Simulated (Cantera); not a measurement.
A Cantera script and what it prints.

```python
import numpy as np
import cantera as ct

gas_names = """
    C CO CO2 C2 C2O C3 C3O2 C4 C5 Ca CaO Ca2 O O2 O3
""".split()
cond_names = """
    C(gr) Ca(a) Ca(b) Ca(L) CaCO3(caL) CaO(s) CaO(L)
""".split()


# ... load() reads the species with a 1 bar reference pressure and builds the phases ...
atoms = {
    'CaCO3': {'Ca': 1, 'C': 1, 'O': 3},
    'O2': {'O': 2},
    'CO2': {'C': 1, 'O': 2},
}
top_T = {'C(gr)': 4500}  # K; cautious upper limits of use, not melting points


# ... equilibrate(T, P, feed) seeds the gas with the atoms and calls Mixture.equilibrate('TP', solver="vcs", rtol=1e-11, max_steps=5000) ...
results = []
feed = {'CaCO3': 1, 'O2': 1.3, 'CO2': 1.1}  # mol
P = 133.322  # Pa
for T in [573, 623, 673, 723, 773, 823, 873, 923, 973, 1023, 1073, 1123, 1173, 1223]:
    mix = equilibrate(T, P, feed)
    results.append((T, P, feed, dict(zip(mix.species_names, mix.species_moles))))

top = {s: max(r[3][s] / sum(r[3][g] for g in gas_names) for r in results) for s in gas_names}
cols = sorted((s for s in top if top[s] > 0.0001), key=lambda s: -top[s])[:5]
seen = [c for c in cond_names if any(r[3].get(c, 0) > 1e-12 for r in results)]
print("log10 of partial pressures in bar; condensed amounts in mol")
print(f"{'T/K':>10s}" + "".join(f"{s[:9]:>10s}" for s in cols + seen))
for T, P, feed, n in results:
    ng = sum(n[g] for g in gas_names)
    print(f"{T:10.4g}" + "".join(f"{np.log10(max(n[s] / ng * P / 1e5, 1e-99)):10.3f}" for s in cols)
          + "".join(f"{n.get(c, 0):10.4g}" for c in seen))
```

Result:

```
log10 of partial pressures in bar; condensed amounts in mol
       T/K       CO2        O2 CaCO3(caL    CaO(s)
       573    -3.214    -3.141         1         0
       623    -3.214    -3.141         1         0
       673    -3.214    -3.141         1         0
       723    -3.214    -3.141         1         0
       773    -3.214    -3.141         1         0
       823    -3.192    -3.161    0.8884    0.1116
       873    -3.084    -3.293         0         1
       923    -3.084    -3.293         0         1
       973    -3.084    -3.293         0         1
      1023    -3.084    -3.293         0         1
      1073    -3.084    -3.293         0         1
      1123    -3.084    -3.293         0         1
      1173    -3.084    -3.293         0         1
      1223    -3.084    -3.293         0         1
```

These are equilibrium values from Cantera (NASA tables, ideal gas, pure condensed phases), not measurements of a reactor.
